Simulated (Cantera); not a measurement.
What does this Cantera script print?

```python
import numpy as np
import cantera as ct

gas = ct.Solution("gri30.yaml")
gas.TP = 300, 40000
flame = ct.CounterflowDiffusionFlame(gas, width=0.02)
flame.fuel_inlet.X, flame.fuel_inlet.T = {'CH3OH': 1}, 550
flame.oxidizer_inlet.X, flame.oxidizer_inlet.T = {'O2': 0.27, 'N2': 0.73}, 625
flame.set_refine_criteria(ratio=3, slope=0.12, curve=0.24, prune=0.03)
show = ['OH', 'H', 'NO', 'CO', 'C2H2']

rows = []
print(f"{'mdot':>8s}{'a_max':>10s}{'a_mean':>10s}{'Tmax/K':>9s}" + "".join(f"{s:>11s}" for s in show) + "   (peak mole fractions)")
for i, mdot in enumerate([0.1, 0.14, 0.2, 0.28, 0.4, 0.56, 0.79]):  # kg/m2/s on the oxidiser side
    flame.oxidizer_inlet.mdot, flame.fuel_inlet.mdot = mdot, 0.97 * mdot
    flame.solve(loglevel=0, auto=(i == 0))
    if flame.T.max() < max(550, 625) + 100:
        print(f"{mdot:8.3g}  no burning solution found from the previous one")
        break
    dT = np.abs(np.gradient(flame.T, flame.grid))
    rows.append([flame.strain_rate("max"), flame.strain_rate("mean"), flame.T.max(),
                 *(flame.X[gas.species_index(s)].max() for s in show), max(dT[0], dT[-1]) / dT.max()])
    print(f"{mdot:8.3g}{rows[-1][0]:10.1f}{rows[-1][1]:10.1f}{rows[-1][2]:9.1f}" + "".join(f"{x:11.3e}" for x in rows[-1][3:-1]))
```

Output:

```
    mdot     a_max    a_mean   Tmax/K         OH          H         NO         CO       C2H2   (peak mole fractions)
     0.1     191.6      39.8   2182.1  1.878e-02  1.568e-02  1.389e-04  2.296e-01  4.517e-04
    0.14     253.9      55.5   2133.4  1.858e-02  1.706e-02  9.610e-05  2.278e-01  5.456e-04
     0.2     344.5      79.3   2078.0  1.809e-02  1.838e-02  6.727e-05  2.248e-01  6.521e-04
    0.28     461.6     111.0   2023.1  1.740e-02  1.950e-02  5.016e-05  2.212e-01  7.535e-04
     0.4     633.2     158.5   1968.8  1.661e-02  2.063e-02  3.908e-05  2.176e-01  8.575e-04
    0.56     860.9     222.0   1925.3  1.596e-02  2.168e-02  3.219e-05  2.146e-01  9.438e-04
    0.79    1186.6     313.1   1882.1  1.509e-02  2.250e-02  2.637e-05  2.107e-01  9.957e-04
```

Computed with Cantera and GRI-Mech 3.0 (53 species, 325 reactions). GRI-Mech 3.0 was tuned for natural gas; its chemistry of methanol as a main component is partial and can be far from experiment. GRI-Mech 3.0 has no aromatics or soot, which form on the fuel side of real flames. The maximum strain rate includes the flame's own expansion and is several times the mean.
